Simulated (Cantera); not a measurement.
A perfectly stirred reactor is fed with 38.8 % H2, 8.64 % O2, 32.4 % N2, 20.2 % H2O, equivalence ratio 2.2, at 760 Torr; it is adiabatic with a 675 K inlet, and is followed from long to short residence time, starting on the burning branch (τ in s: 0.025, 0.014, 0.0074, 0.004, 0.0022, 0.0012, 0.00063, 0.00034, 0.00018, 9.9e-05, 5.4e-05, 2.9e-05).

Computed with Cantera and GRI-Mech 3.0 (53 species, 325 reactions).

Problem. Predict: blow-out, bracketed by the residence times tried; x(H2) at τ = 25.0 ms; x(O2) at τ = 25.0 ms; x(H2O) at τ = 25.0 ms; x(OH) at τ = 25.0 ms; x(H2) at τ = 0.630 ms; x(O2) at τ = 0.630 ms; x(H2O) at τ = 0.630 ms; x(OH) at τ = 0.630 ms.

Solution. 
* **blow-out, bracketed by the residence times tried**: burning at 29.0 µs, the shortest tried
* **x(H2) at τ = 25.0 ms**: 0.233
* **x(O2) at τ = 25.0 ms**: 7.87e-5
* **x(H2O) at τ = 25.0 ms**: 0.408
* **x(OH) at τ = 25.0 ms**: 0.000610
* **x(H2) at τ = 0.630 ms**: 0.223
* **x(O2) at τ = 0.630 ms**: 0.000823
* **x(H2O) at τ = 0.630 ms**: 0.400
* **x(OH) at τ = 0.630 ms**: 0.00245
